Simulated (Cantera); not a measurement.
# Hydrogen reduction and annealing atmospheres: Fe2O3 + H2 + H2O

Input: 1 mol Fe2O3, 18 mol H2, 0.11 mol H2O, held at 0.0100 bar.

Cantera equilibrium calculation (NASA polynomials, part measured and part estimated; ideal gas, pure solids and liquids). Candidate condensed phases: Fe, FeO, Fe(OH)2, Fe(OH)3, Fe2O3, Fe3O4, H2O; 12 gas species. Equilibrium is a limit: real reactors are often held back by kinetics, nucleation or transport.

```
T (°C)   x H2  x H2O      x Fe       x H  n Fe(γ)  n Fe(δ)  n Fe(l)
------  -----  -----  --------  --------  -------  -------  -------
927     0.828  0.172   4.96e-9   1.80e-6     2.00        0        0
1027    0.828  0.172   1.09e-7   1.01e-5     2.00        0        0
1127    0.828  0.172   1.53e-6   4.43e-5     2.00        0        0
1227    0.828  0.172   1.50e-5  0.000160     2.00        0        0
1327    0.828  0.172  0.000110  0.000495     2.00        0        0
1427    0.827  0.171  0.000629   0.00134        0     1.99        0
1527    0.823  0.171   0.00295   0.00325        0     1.95        0
1627    0.813  0.169    0.0111   0.00715        0        0     1.79
1727    0.785  0.164    0.0365    0.0144        0        0     1.31
1827    0.723  0.151    0.0976    0.0265        0        0        0
1927    0.705  0.149    0.0964    0.0473        0        0        0
```
x: gas mole fraction; n: condensed amount in mol.

From 927 °C to 1327 °C the condensed part is Fe(γ). From 1427 °C to 1527 °C the condensed part is Fe(δ). From 1627 °C to 1727 °C the condensed part is Fe(l). From 1827 °C to 1927 °C nothing is condensed. The main Fe-bearing gas is Fe(OH)2 at 927 °C and Fe at 1927 °C.
